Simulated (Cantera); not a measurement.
What does this Cantera script print?

```python
import numpy as np
import cantera as ct

gas = ct.Solution("gri30.yaml")
gas.TPX = 1423, 69000, {'CH4': 1, 'C2H6': 0.18, 'C3H8': 0.1, 'O2': 4.82, 'N2': 18.1, 'H2O': 2.6}
reactor = ct.IdealGasConstPressureReactor(gas, energy="on", clone=False)
net = ct.ReactorNet([reactor])
net.rtol, net.atol = 1e-08, 1e-16
show = ['CH4', 'C2H6', 'C3H8', 'CO2', 'H2O2', 'HO2', 'HCN']
times = np.geomspace(2e-06, 7, 13)

steps = ct.SolutionArray(gas, extra=["t"])
rows = []
print(f"{'t/s':>10s}{'T/K':>9s}{'P/Pa':>11s}" + "".join(f"{s:>11s}" for s in show))
for t in times:
    while net.time < t:
        t_next = net.step()
        steps.append(gas.state, t=t_next)
    rows.append([np.interp(t, steps.t, y) for y in (steps.T, steps.P, *steps(*show).X.T)])
    print(f"{t:10.3e}{rows[-1][0]:9.1f}{rows[-1][1]:11.4g}" + "".join(f"{x:11.3e}" for x in rows[-1][2:]))
rate = np.gradient(steps.T, steps.t)
print("integrator steps:", len(steps.t))
if steps.T.max() > steps.T[0] + 200:
    print(f"time of steepest temperature rise: {steps.t[rate.argmax()]:.4e} s")
gas.TPX = 1423, 69000, {'CH4': 1, 'C2H6': 0.18, 'C3H8': 0.1, 'O2': 4.82, 'N2': 18.1, 'H2O': 2.6}
gas.equilibrate("HP")
print(f"equilibrium (HP): T = {gas.T:.1f} K  " + "  ".join(f"{s} {gas[s].X[0]:.3e}" for s in show))
```

Result:

```
       t/s      T/K       P/Pa        CH4       C2H6       C3H8        CO2       H2O2        HO2        HCN
 2.000e-06   1422.9    6.9e+04  3.731e-02  6.714e-03  3.726e-03  3.682e-11  1.317e-09  8.935e-07  7.805e-19
 7.021e-06   1422.7    6.9e+04  3.731e-02  6.703e-03  3.709e-03  3.430e-09  3.563e-08  6.580e-06  1.124e-16
 2.464e-05   1422.0    6.9e+04  3.726e-02  6.645e-03  3.639e-03  1.455e-07  6.005e-07  2.961e-05  8.317e-15
 8.651e-05   1422.3    6.9e+04  3.663e-02  6.216e-03  3.203e-03  7.882e-06  3.029e-06  6.132e-05  1.701e-12
 3.037e-04   1724.5    6.9e+04  1.159e-02  2.272e-04  7.345e-06  2.364e-03  6.009e-06  3.016e-04  7.127e-08
 1.066e-03   2412.4    6.9e+04  3.630e-18  1.563e-34  1.401e-50  5.333e-02  2.181e-07  5.741e-06  2.164e-12
 3.742e-03   2428.3    6.9e+04  3.255e-18  9.779e-35  7.672e-51  5.426e-02  2.393e-07  5.987e-06  2.910e-12
 1.313e-02   2425.3    6.9e+04  3.213e-18  9.550e-35  7.403e-51  5.432e-02  2.359e-07  5.863e-06  4.706e-12
 4.610e-02   2419.2    6.9e+04  3.126e-18  9.078e-35  6.863e-51  5.443e-02  2.289e-07  5.620e-06  7.825e-12
 1.618e-01   2416.5    6.9e+04  3.087e-18  8.866e-35  6.626e-51  5.448e-02  2.259e-07  5.513e-06  9.045e-12
 5.681e-01   2416.4    6.9e+04  3.086e-18  8.864e-35  6.623e-51  5.449e-02  2.258e-07  5.512e-06  9.060e-12
 1.994e+00   2416.4    6.9e+04  3.086e-18  8.864e-35  6.623e-51  5.449e-02  2.258e-07  5.512e-06  9.060e-12
 7.000e+00   2416.4    6.9e+04  3.086e-18  8.864e-35  6.623e-51  5.449e-02  2.258e-07  5.512e-06  9.060e-12
integrator steps: 1778
time of steepest temperature rise: 3.1229e-04 s
equilibrium (HP): T = 2416.4 K  CH4 4.381e-18  C2H6 1.511e-34  C3H8 1.170e-50  CO2 5.449e-02  H2O2 2.258e-07  HO2 5.512e-06  HCN 9.060e-12
```

Detailed kinetics in Cantera: GRI-Mech 3.0 (53 species, 325 reactions).
